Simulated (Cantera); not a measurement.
A closed system holds: 1 mol Pb, 0.14 mol H₂, held at 250 °C and 10000 Pa.

Cantera equilibrium calculation (NASA polynomials, part measured and part estimated; ideal gas, pure solids and liquids). Candidate condensed phases: Pb; 4 gas species. Equilibrium is a limit: real reactors are often held back by kinetics, nucleation or transport.

Base state: H₂ 1.00 (mole fractions); condensed: Pb(s).

Question: What changes in the equilibrium state with this change: 1.5 mol NH₃ added?

Answer: 
| species | before | after |
|---|---|---|
| H₂ | 1.00 | 0.757 |
| N₂ | 0 | 0.237 |
| NH₃ | 0 | 0.00597 |
| Pb(s), mol | 1.00 | 1.00 |

Question: What changes in the equilibrium state with this change: Pb replaced by Hg?

Answer: 
```csv
species,before,after
Hg,0,0.877
H₂,1.00,0.123
"Pb(s), mol",1.00,0
```
Further candidate phases: Hg.
